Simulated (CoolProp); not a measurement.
A simple Rankine cycle with R124: condensing at 294.15 K, boiler at 1.07 MPa, turbine inlet 469 K, turbine efficiency 0.8, pump efficiency 0.7, no recuperator. Each further row changes one setting.

The numbers come from the reference Helmholtz-energy equation of state, de Vries 1995 in CoolProp.

```json
[
 {"case": "as stated", "thermal efficiency (%)": "8.0", "net work (kJ/kg)": "23.6", "heat in (kJ/kg)": "295", "turbine exit temperature (K)": "438.7", "volume ratio over the turbine": "3.07"},
 {"case": "condensing temperature 286.15 K", "thermal efficiency (%)": "9.5", "net work (kJ/kg)": "28.9", "heat in (kJ/kg)": "[?]", "turbine exit temperature (K)": "[?]", "volume ratio over the turbine": "3.96"},
 {"case": "boiler pressure 0.749 MPa", "thermal efficiency (%)": "5.6", "net work (kJ/kg)": "[?]", "heat in (kJ/kg)": "297", "turbine exit temperature (K)": "448.4", "volume ratio over the turbine": "2.16"},
 {"case": "turbine efficiency 0.7", "thermal efficiency (%)": "[?]", "net work (kJ/kg)": "[?]", "heat in (kJ/kg)": "295", "turbine exit temperature (K)": "442.0", "volume ratio over the turbine": "[?]"}
]
```

Q: Fill in the missing entries.

A: 
- condensing temperature 286.15 K, heat in (kJ/kg): 304
- condensing temperature 286.15 K, turbine exit temperature (K): 432.3
- boiler pressure 0.749 MPa, net work (kJ/kg): 16.8
- turbine efficiency 0.7, thermal efficiency (%): 7.0
- turbine efficiency 0.7, net work (kJ/kg): 20.5
- turbine efficiency 0.7, volume ratio over the turbine: 3.10
